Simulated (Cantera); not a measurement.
## Equilibrium for carbothermic reduction: TiO2 + C + H2

A closed system holds: 1 mol TiO2, 2.9 mol C, 0.9 mol H2, held at 0.560 bar.

These are equilibrium values from Cantera (NASA tables, ideal gas, pure condensed phases), not measurements of a reactor. Candidate condensed phases: C, C6H6, C7H8, C8H18, H2O, Ti, TiC, TiO, TiO2, Ti2O3, Ti3O5, Ti4O7; 113 gas species. Mutual solubility and eutectic melting of coexisting phases are not modelled. TiC, TiO: taken at fixed stoichiometry. Condensed phases not in the tables: solid solutions among these carbides, nitrides and lower oxides. The numbers say what is thermodynamically allowed, not how fast it happens.

| T (K) | log p CO | log p H2 | log p H | log p TiO | n C(graphite) | n TiC(s) | n Ti3O5(s) | n Ti2O3(s) | n Ti2O3(l) | n TiO(l) |
|---|---|---|---|---|---|---|---|---|---|---|
| 1525 | -0.45 | -0.69 | -4.97 | -11.59 | 0.556 | 0.754 | 0.0820 | 0 | 0 | 0 |
| 1625 | -0.42 | -0.75 | -4.53 | -10.22 | 0 | 0.960 | 0 | 0.0198 | 0 | 0 |
| 1725 | -0.42 | -0.75 | -4.11 | -9.01 | 0 | 0.960 | 0 | 0.0198 | 0 | 0 |
| 1825 | -0.42 | -0.75 | -3.73 | -7.95 | 0 | 0.960 | 0 | 0.0198 | 0 | 0 |
| 1925 | -0.42 | -0.75 | -3.40 | -6.99 | 0 | 0.960 | 0 | 0.0198 | 0 | 0 |
| 2025 | -0.42 | -0.75 | -3.09 | -6.14 | 0 | 0.960 | 0 | 0.0198 | 0 | 0 |
| 2125 | -0.42 | -0.75 | -2.82 | -5.38 | 0 | 0.960 | 0 | 0 | 0.0198 | 0 |
| 2225 | -0.42 | -0.76 | -2.57 | -4.80 | 0 | 0.950 | 0 | 0 | 0 | 0.0495 |
| 2325 | -0.42 | -0.76 | -2.34 | -4.29 | 0 | 0.950 | 0 | 0 | 0 | 0.0493 |
| 2425 | -0.42 | -0.76 | -2.13 | -3.83 | 0 | 0.950 | 0 | 0 | 0 | 0.0488 |
log p: log10 of the partial pressure in bar; n: condensed amount in mol.

At 1525 K the condensed part is C(graphite) + TiC(s) + Ti3O5(s). From 1625 K to 2025 K the condensed part is TiC(s) + Ti2O3(s). At 2125 K the condensed part is TiC(s) + Ti2O3(l). From 2225 K to 2425 K the condensed part is TiC(s) + TiO(l).
